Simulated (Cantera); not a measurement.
Cantera run, input and output.

```python
import numpy as np
import cantera as ct

gas = ct.Solution("gri30.yaml")
gas.TPX = 625, 100000, {'CH3OH': 1, 'O2': 1.55, 'N2': 5.81}
flame = ct.FreeFlame(gas, width=0.04)
flame.set_refine_criteria(ratio=3, slope=0.08, curve=0.16)
flame.transport_model = "mixture-averaged"
flame.solve(loglevel=0, auto=True)
z, T = flame.grid, flame.T
thick = (T[-1] - T[0]) / np.gradient(T, z).max()
show = ['CH3OH', 'O2', 'HO2', 'CH4', 'CO2', 'N2O']
print(f"laminar burning velocity  {flame.velocity[0] * 100:.3f} cm/s")
print(f"burnt temperature         {T[-1]:.1f} K")
print(f"thermal thickness         {thick * 1e3:.4f} mm")
print(f"grid points               {len(z)}")
z0 = z[flame.heat_release_rate.argmax()]
print(f"{'z/mm':>9s}{'T/K':>9s}{'u/(m/s)':>9s}" + "".join(f"{s:>11s}" for s in show))
rows = []
for k in (-3, -2, -1.5, -1, -0.5, -0.25, 0, 0.25, 0.5, 1, 2, 4, 8):
    zz = z0 + k * thick
    rows.append([k * thick, np.interp(zz, z, T), np.interp(zz, z, flame.velocity),
                 *(np.interp(zz, z, flame.X[gas.species_index(s)]) for s in show)])
    print(f"{rows[-1][0] * 1e3:9.3f}{rows[-1][1]:9.1f}{rows[-1][2]:9.3f}" + "".join(f"{x:11.3e}" for x in rows[-1][3:]))
```

Result:

```
laminar burning velocity  143.994 cm/s
burnt temperature         2368.5 K
thermal thickness         0.2616 mm
grid points               139
     z/mm      T/K  u/(m/s)      CH3OH         O2        HO2        CH4        CO2        N2O
   -0.785    625.1    1.443  1.194e-01  1.851e-01  2.465e-07  2.506e-08  2.625e-07  8.332e-13
   -0.523    626.9    1.451  1.190e-01  1.843e-01  3.239e-06  2.828e-07  5.215e-06  1.691e-11
   -0.392    634.1    1.474  1.182e-01  1.830e-01  1.590e-05  1.244e-06  3.385e-05  1.114e-10
   -0.262    683.5    1.605  1.144e-01  1.774e-01  1.118e-04  7.255e-06  3.455e-04  1.162e-09
   -0.131    977.1    2.366  8.845e-02  1.498e-01  9.304e-04  4.183e-05  3.653e-03  1.259e-08
   -0.065   1335.5    3.332  4.887e-02  1.157e-01  2.564e-03  8.570e-05  9.822e-03  3.426e-08
    0.000   1723.9    4.432  6.762e-03  7.722e-02  1.752e-03  1.101e-04  2.137e-02  7.044e-08
    0.065   1854.6    4.789  7.386e-05  5.319e-02  5.975e-05  3.042e-05  3.603e-02  9.469e-08
    0.131   1899.1    4.883  2.474e-07  4.068e-02  1.389e-05  2.941e-06  4.913e-02  1.103e-07
    0.262   1963.2    5.009  5.539e-11  3.189e-02  9.991e-06  1.448e-08  6.517e-02  1.191e-07
    0.523   2045.2    5.180  1.479e-14  2.714e-02  7.261e-06  3.903e-12  7.578e-02  1.208e-07
    1.046   2137.9    5.381  1.162e-16  2.355e-02  4.985e-06  3.661e-16  8.095e-02  1.299e-07
    2.093   2228.0    5.574  5.513e-17  2.002e-02  3.338e-06  1.480e-16  8.579e-02  1.462e-07
```

Computed with Cantera and GRI-Mech 3.0 (53 species, 325 reactions). GRI-Mech 3.0 was tuned for natural gas; its chemistry of methanol as a main component is partial and can be far from experiment. Burning velocities carry a grid error of a few per cent, more on coarse grids.
